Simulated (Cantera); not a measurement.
Mixture: CH₄ : O₂ : N₂ = 1 : 1.05 : 3.96 (molar parts), equivalence ratio 1.9, at 10.0 bar, adiabatic and at constant pressure. Ignition delay is the time to a rise of 400 K.

Cantera simulation using GRI-Mech 3.0 (53 species, 325 reactions); the numbers are that mechanism's predictions, not measurements.

### Question
What does this change do: pressure from 10.0 bar to 0.870 bar?

### Answer
| quantity | before | after |
|---|---|---|
| delay at 1100 K | 24.7 ms | 0.339 s |
| delay at 1250 K | 3.67 ms | 36.7 ms |
| delay at 1400 K | 0.697 ms | 5.35 ms |
| delay at 1550 K | 0.157 ms | 1.03 ms |
| delay at 1700 K | 41.0 µs | 0.279 ms |
| apparent activation energy between 1550 and 1700 K | 200 kJ/mol | 190 kJ/mol |

### Question
What does this change do: pressure from 10.0 bar to 3.50 bar?

### Answer
```tsv
quantity	before	after
delay at 1100 K	24.7 ms	83.3 ms
delay at 1250 K	3.67 ms	10.7 ms
delay at 1400 K	0.697 ms	1.79 ms
delay at 1550 K	0.157 ms	0.364 ms
delay at 1700 K	41.0 µs	92.5 µs
apparent activation energy between 1550 and 1700 K	200 kJ/mol	200 kJ/mol
```

### Question
What does this change do: CH4 1 to 0.49 parts?

### Answer
| quantity | before | after |
|---|---|---|
| delay at 1100 K | 24.7 ms | 17.1 ms |
| delay at 1250 K | 3.67 ms | 2.52 ms |
| delay at 1400 K | 0.697 ms | 0.488 ms |
| delay at 1550 K | 0.157 ms | 0.115 ms |
| delay at 1700 K | 41.0 µs | 32.8 µs |
| apparent activation energy between 1550 and 1700 K | 200 kJ/mol | 180 kJ/mol |
